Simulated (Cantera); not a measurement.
What does this Cantera script print?

```python
import numpy as np
import cantera as ct

gas_names = """
    CL CL2 H HCL H2 Si SiCL SiCL2 SiCL3 SiCL4 SiH SiHCL3 SiH2 SiH2CL2 SiH3 SiH3CL SiH4 Si2 Si3
""".split()
cond_names = """
    Si(cr) Si(L)
""".split()


# ... load() reads the species with a 1 bar reference pressure and builds the phases ...
atoms = {
    'Si': {'Si': 1},
    'Cl2': {'CL': 2},
    'H2': {'H': 2},
}
top_T = {}  # K; cautious upper limits of use, not melting points


# ... equilibrate(T, P, feed) seeds the gas with the atoms and calls Mixture.equilibrate('TP', solver="vcs", rtol=1e-11, max_steps=5000) ...
results = []
feed = {'Si': 1, 'Cl2': 0.67, 'H2': 5.8}  # mol
P = 29000  # Pa
for T in [700, 775, 850, 925, 1000, 1075, 1150, 1225, 1300]:
    mix = equilibrate(T, P, feed)
    results.append((T, P, feed, dict(zip(mix.species_names, mix.species_moles))))
    x = sorted(zip(gas.X, gas.species_names), reverse=True)
    print(f"T = {T:g} K  P = {P:g} Pa  gas = {mix.phase_moles(0):.4g} mol")
    print("   x: " + "  ".join(f"{s} {v:.3e}" for v, s in x if v > 1e-06))
    print("   condensed (mol): " + ("  ".join(f"{mix.phase(i).name} {mix.phase_moles(i):.4g}"
          for i in range(1, mix.n_phases) if mix.phase_moles(i) > 1e-12) or "none"))
```

Output:

```
T = 700 K  P = 29000 Pa  gas = 6.098 mol
   x: H2 9.387e-01  SiCL4 3.751e-02  SiHCL3 2.252e-02  SiH2CL2 8.895e-04  HCL 3.196e-04  SiH3CL 7.537e-06  SiCL3 2.974e-06
   condensed (mol): Si(cr) 0.6284
T = 775 K  P = 29000 Pa  gas = 6.1 mol
   x: H2 9.383e-01  SiCL4 3.778e-02  SiHCL3 2.182e-02  HCL 1.051e-03  SiH2CL2 9.720e-04  SiCL3 1.721e-05  SiH3CL 9.818e-06  SiCL2 1.113e-06
   condensed (mol): Si(cr) 0.6303
T = 850 K  P = 29000 Pa  gas = 6.104 mol
   x: H2 9.372e-01  SiCL4 3.778e-02  SiHCL3 2.109e-02  HCL 2.786e-03  SiH2CL2 1.036e-03  SiCL3 7.243e-05  SiH3CL 1.208e-05  SiCL2 9.854e-06
   condensed (mol): Si(cr) 0.6337
T = 925 K  P = 29000 Pa  gas = 6.111 mol
   x: H2 9.348e-01  SiCL4 3.731e-02  SiHCL3 2.026e-02  HCL 6.256e-03  SiH2CL2 1.080e-03  SiCL3 2.383e-04  SiCL2 6.044e-05  SiH3CL 1.422e-05
   condensed (mol): Si(cr) 0.6397
T = 1000 K  P = 29000 Pa  gas = 6.123 mol
   x: H2 9.304e-01  SiCL4 3.607e-02  SiHCL3 1.919e-02  HCL 1.232e-02  SiH2CL2 1.101e-03  SiCL3 6.427e-04  SiCL2 2.774e-04  SiH3CL 1.614e-05
   condensed (mol): Si(cr) 0.6492
T = 1075 K  P = 29000 Pa  gas = 6.143 mol
   x: H2 9.233e-01  SiCL4 3.365e-02  HCL 2.178e-02  SiHCL3 1.773e-02  SiCL3 1.460e-03  SiH2CL2 1.092e-03  SiCL2 1.003e-03  SiH3CL 1.769e-05
   condensed (mol): Si(cr) 0.6625
T = 1150 K  P = 29000 Pa  gas = 6.175 mol
   x: H2 9.129e-01  HCL 3.499e-02  SiCL4 2.961e-02  SiHCL3 1.569e-02  SiCL2 2.952e-03  SiCL3 2.827e-03  SiH2CL2 1.043e-03  SiH3CL 1.869e-05
   condensed (mol): Si(cr) 0.678
T = 1225 K  P = 29000 Pa  gas = 6.221 mol
   x: H2 8.991e-01  HCL 5.142e-02  SiCL4 2.374e-02  SiHCL3 1.295e-02  SiCL2 7.173e-03  SiCL3 4.640e-03  SiH2CL2 9.432e-04  SiH3CL 1.893e-05
   condensed (mol): Si(cr) 0.6923
T = 1300 K  P = 29000 Pa  gas = 6.281 mol
   x: H2 8.832e-01  HCL 6.909e-02  SiCL4 1.650e-02  SiCL2 1.441e-02  SiHCL3 9.612e-03  SiCL3 6.330e-03  SiH2CL2 7.898e-04  SiH3CL 1.824e-05  H 1.931e-06
   condensed (mol): Si(cr) 0.7006
```

Method: chemical equilibrium by Gibbs-energy minimisation in Cantera with the NASA 1993 tables (ideal gas, pure condensed phases). The tables' values for SiCl3 are old estimates; treat these amounts as uncertain.
